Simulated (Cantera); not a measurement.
Low-pressure radical oxidation in H2/O2

An isothermal, constant-pressure homogeneous reactor starts with 0.610 % H2, 98.3 % O2, 1.08 % H2O, equivalence ratio 0.0031, at 948 K and 0.0370 bar.

Cantera simulation using GRI-Mech 3.0 (53 species, 325 reactions); the numbers are that mechanism's predictions, not measurements. Radical loss at walls, strong at low pressure, is not modelled. Below about 950 K walls govern HO2 and H2O2 in real vessels.

```tsv
t (s)	x H2	x O2	x H2O2	x H2O	x H
6.00e-6	0.00610	0.983	<1e-12	0.0108	<1e-12
2.94e-5	0.00610	0.983	<1e-12	0.0108	<1e-12
0.000144	0.00610	0.983	<1e-12	0.0108	2.39e-12
0.000707	0.00610	0.983	<1e-12	0.0108	7.39e-12
0.00346	0.00610	0.983	<1e-12	0.0108	2.84e-10
0.0170	0.00205	0.981	4.03e-7	0.0145	0.000302
0.0832	1.93e-5	0.983	6.01e-8	0.0169	1.08e-6
0.408	1.07e-6	0.983	2.05e-8	0.0170	1.36e-8
2.00	3.68e-8	0.983	4.49e-9	0.0170	3.15e-10
```
x: mole fraction; the columns are a selection and need not sum to one.

Equilibrium at this temperature and pressure: H2 1.53e-12, O2 0.983, H2O2 4.52e-12, H2O 0.0170, H <1e-12 (gas phase only).
